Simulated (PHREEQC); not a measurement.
**Polishing slurry liquid: an equilibrium model**

Dissolve 0.025 mol/kgw H2SO4, 0.00019 mol/kgw KNO3 and 0.00023 mol/kgw H3BO3 at 65 °C. Closed to the air; pH follows from the charge balance.

The numbers come from PHREEQC with the ion-association model, wateq4f.dat.

No solid was allowed to form.

What pH does the model give?

pH 1.59.

In which forms is S present?

HSO4- 80 %, SO4-2 20 % of the S.

Species that the database lacks are ignored. Constants without temperature data keep their 25 °C values here.
